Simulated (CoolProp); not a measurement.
Vapour-liquid equilibrium of sulfur hexafluoride (1) + R113 (2) at 266.4 K; x and y are mole fractions of (1).

The numbers come from the multi-fluid Helmholtz-energy mixture model, Guder 2009 and Marx 1992; pair parameters Bell 2016 in CoolProp.

```json
[
 {"x": "0.05", "bubble pressure (MPa)": "0.1149", "y at the bubble point": "0.904", "dew pressure at overall composition x (MPa)": "0.01130", "liquid density (mol/L)": "8.847"},
 {"x": "0.125", "bubble pressure (MPa)": "0.1764", "y at the bubble point": "0.938", "dew pressure at overall composition x (MPa)": "0.01228", "liquid density (mol/L)": "9.020"},
 {"x": "0.2", "bubble pressure (MPa)": "0.2014", "y at the bubble point": "0.946", "dew pressure at overall composition x (MPa)": "0.01343", "liquid density (mol/L)": "9.209"},
 {"x": "0.275", "bubble pressure (MPa)": "0.2207", "y at the bubble point": "0.951", "dew pressure at overall composition x (MPa)": "0.01483", "liquid density (mol/L)": "9.412"},
 {"x": "0.35", "bubble pressure (MPa)": "0.2453", "y at the bubble point": "0.958", "dew pressure at overall composition x (MPa)": "0.01654", "liquid density (mol/L)": "9.628"},
 {"x": "0.425", "bubble pressure (MPa)": "0.2800", "y at the bubble point": "0.965", "dew pressure at overall composition x (MPa)": "0.01871", "liquid density (mol/L)": "9.855"},
 {"x": "0.5", "bubble pressure (MPa)": "0.3284", "y at the bubble point": "0.973", "dew pressure at overall composition x (MPa)": "0.02153", "liquid density (mol/L)": "10.09"},
 {"x": "0.575", "bubble pressure (MPa)": "0.3939", "y at the bubble point": "0.981", "dew pressure at overall composition x (MPa)": "0.02535", "liquid density (mol/L)": "10.33"},
 {"x": "0.65", "bubble pressure (MPa)": "0.4789", "y at the bubble point": "0.988", "dew pressure at overall composition x (MPa)": "0.03083", "liquid density (mol/L)": "10.57"},
 {"x": "0.725", "bubble pressure (MPa)": "0.5844", "y at the bubble point": "0.993", "dew pressure at overall composition x (MPa)": "0.03932", "liquid density (mol/L)": "10.79"},
 {"x": "0.8", "bubble pressure (MPa)": "0.7071", "y at the bubble point": "0.996", "dew pressure at overall composition x (MPa)": "0.05428", "liquid density (mol/L)": "10.98"},
 {"x": "0.875", "bubble pressure (MPa)": "0.8379", "y at the bubble point": "0.998", "dew pressure at overall composition x (MPa)": "0.08749", "liquid density (mol/L)": "11.10"},
 {"x": "0.95", "bubble pressure (MPa)": "0.9618", "y at the bubble point": "1.000", "dew pressure at overall composition x (MPa)": "0.2154", "liquid density (mol/L)": "11.11"}
]
```

No azeotrope shows between x = 0.05 and 0.95.

The pair parameters rest on a limited set of measurements; away from them the model extrapolates. The gap from Raoult's law changes sign with composition, which may be real or a fault of the pair parameters; it wasn't checked against measurements. With so large a gap from Raoult's law the liquid may split in two, which this calculation doesn't test in full.
